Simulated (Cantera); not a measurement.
An adiabatic, constant-volume homogeneous reactor starts with CH4 : O2 : N2 = 1 : 2.82 : 10.6 (molar parts), at 1700 K and 13500 Torr.

Detailed kinetics in Cantera: GRI-Mech 3.0 (53 species, 325 reactions). The pressure lies above the range GRI-Mech 3.0 was tuned for (to about 10 atm). Above 3000 K some thermodynamic fits are extrapolated.

Q: Predict: time of steepest temperature rise; temperature at 0.700 s; equilibrium temperature; x(O2) at 0.700 s; x(NO) at 0.700 s; x(N2O) at 0.700 s; x(H2O2) at 0.700 s.

A: 
```json
{
 "time_of_steepest_temperature_rise": "18.2 µs",
 "temperature at 0.700 s": "3043 K",
 "equilibrium_temperature": "3043 K",
 "x(O2) at 0.700 s": "0.0482 (gas-phase equilibrium 0.0482)",
 "x(NO) at 0.700 s": "0.0229 (gas-phase equilibrium 0.0229)",
 "x(N2O) at 0.700 s": "7.08e-6 (gas-phase equilibrium 7.08e-6)",
 "x(H2O2) at 0.700 s": "2.80e-6 (gas-phase equilibrium 2.80e-6)"
}
```
